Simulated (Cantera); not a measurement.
Charge: 1 mol BN, 20 mol HF, 3 mol N2, equilibrated at 2073.15 K and 750 Torr.

These are equilibrium values from Cantera (NASA tables, ideal gas, pure condensed phases), not measurements of a reactor. Candidate condensed phases: B, BN; 31 gas species. The tables' values for BF2 are old estimates; treat these amounts as uncertain. Equilibrium is a limit: real reactors are often held back by kinetics, nucleation or transport.

Base state: HF 0.739, N2 0.152, H2 0.0647, BF3 0.0431, H 0.000669, BF2 0.000287, BHF2 4.23e-5 (mole fractions); condensed: gas only.

Task: What changes in the equilibrium state with this change: pressure from 750 Torr to 203 Torr?

Result: 
```
species    before     after
-------  --------  --------
HF          0.739     0.739
N2          0.152     0.152
H2         0.0647    0.0642
H        0.000669   0.00128
BF3        0.0431    0.0428
BF2      0.000287  0.000546
BHF2      4.23e-5   4.17e-5
```
